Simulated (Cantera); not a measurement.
What does this Cantera script print?

```python
import numpy as np
import cantera as ct

gas_names = [...]  # 109 gases of nasa_gas.yaml made of C, Cl, H, Si
cond_names = """
    C(gr) C6H6(L) C7H8(L) C8H18(L),n-octa Si(cr) Si(L) SiC(b)
""".split()


# ... load() reads the species with a 1 bar reference pressure and builds the phases ...
atoms = {
    'CH3SiCl3': {'C': 1, 'H': 3, 'Si': 1, 'CL': 3},
    'CH4': {'C': 1, 'H': 4},
    'H2': {'H': 2},
}
top_T = {'C(gr)': 4500, 'SiC(b)': 3050}  # K; cautious upper limits of use, not melting points


# ... equilibrate(T, P, feed) seeds the gas with the atoms and calls Mixture.equilibrate('TP', solver="vcs", rtol=1e-11, max_steps=5000) ...
results = []
feed = {'CH3SiCl3': 1, 'CH4': 0.11, 'H2': 90}  # mol
T = 1250  # K
P = 2700  # Pa
mix = equilibrate(T, P, feed)
results.append((T, P, feed, dict(zip(mix.species_names, mix.species_moles))))
print(gas.report(threshold=0.001))
for i in range(1, mix.n_phases):
    print(f"{mix.phase(i).name:16s} {mix.phase_moles(i):12.5e} mol")
```

Output:

```
       temperature   1250 K
          pressure   2700 Pa
           density   0.00081283 kg/m^3
  mean mol. weight   3.1288 kg/kmol
   phase of matter   gas

                          1 kg             1 kmol
                     ---------------   ---------------
          enthalpy        8.1225e+06        2.5414e+07  J
   internal energy        4.8008e+06        1.5021e+07  J
           entropy             65900        2.0619e+05  J/K
    Gibbs function       -7.4252e+07       -2.3232e+08  J
 heat capacity c_p             10029             31378  J/K
 heat capacity c_v            7371.2             23063  J/K

                      mass frac. Y      mole frac. X     chem. pot. / RT
                     ---------------   ---------------   ---------------
               HCL            0.3749          0.032174           -40.804
                H2           0.62341           0.96754           -21.733
     [ +107 minor]         0.0016864        0.00028867

C(gr)             8.47477e-02 mol
Si(cr)            0.00000e+00 mol
SiC(b)            9.99301e-01 mol
```

These are equilibrium values from Cantera (NASA tables, ideal gas, pure condensed phases), not measurements of a reactor. The feed counts by its element totals alone.
